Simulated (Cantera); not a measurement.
A perfectly stirred reactor is fed with CH4 : CO2 = 1 : 4.5 (molar parts), at 20000 Pa; it is held at 1650 K, and followed from long to short residence time.

Computed with Cantera and GRI-Mech 3.0 (53 species, 325 reactions).

**Question.** What does this change do: temperature 1650 to 1875 K?

**Answer.** 
```tsv
quantity	before	after
x(CH4) at τ = 0.930 s	0.0212	0.00236
x(CO2) at τ = 0.930 s	0.431	0.287
x(H2O2) at τ = 0.930 s	1.47e-12	1.95e-11
x(H2O) at τ = 0.930 s	0.171	0.189
x(CH3) at τ = 0.930 s	0.000248	0.000140
x(CH4) at τ = 9.80 ms	0.157	0.0477
x(CO2) at τ = 9.80 ms	0.797	0.577
x(H2O2) at τ = 9.80 ms	<1e-12	9.65e-12
x(H2O) at τ = 9.80 ms	0.00608	0.115
x(CH3) at τ = 9.80 ms	0.00103	0.00202
```

**Question.** What does this change do: pressure from 20000 Pa to 100000 Pa?

**Answer.** 
| quantity | before | after |
|---|---|---|
| x(CH4) at τ = 0.930 s | 0.0212 | 0.0150 |
| x(CO2) at τ = 0.930 s | 0.431 | 0.376 |
| x(H2O2) at τ = 0.930 s | 1.47e-12 | 2.28e-12 |
| x(H2O) at τ = 0.930 s | 0.171 | 0.177 |
| x(CH3) at τ = 0.930 s | 0.000248 | 9.88e-5 |
| x(CH4) at τ = 9.80 ms | 0.157 | 0.132 |
| x(CO2) at τ = 9.80 ms | 0.797 | 0.759 |
| x(H2O2) at τ = 9.80 ms | <1e-12 | <1e-12 |
| x(H2O) at τ = 9.80 ms | 0.00608 | 0.0255 |
| x(CH3) at τ = 9.80 ms | 0.00103 | 0.000578 |

**Question.** What does this change do: pressure from 20000 Pa to 500000 Pa?

**Answer.** 
```json
[
 {"quantity": "x(CH4) at τ = 0.930 s", "before": "0.0212", "after": "0.0122"},
 {"quantity": "x(CO2) at τ = 0.930 s", "before": "0.431", "after": "0.345"},
 {"quantity": "x(H2O2) at τ = 0.930 s", "before": "1.47e-12", "after": "2.37e-12"},
 {"quantity": "x(H2O) at τ = 0.930 s", "before": "0.171", "after": "0.178"},
 {"quantity": "x(CH3) at τ = 0.930 s", "before": "0.000248", "after": "3.71e-5"},
 {"quantity": "x(CH4) at τ = 9.80 ms", "before": "0.157", "after": "0.103"},
 {"quantity": "x(CO2) at τ = 9.80 ms", "before": "0.797", "after": "0.699"},
 {"quantity": "x(H2O2) at τ = 9.80 ms", "before": "<1e-12", "after": "<1e-12"},
 {"quantity": "x(H2O) at τ = 9.80 ms", "before": "0.00608", "after": "0.0624"},
 {"quantity": "x(CH3) at τ = 9.80 ms", "before": "0.00103", "after": "0.000265"}
]
```
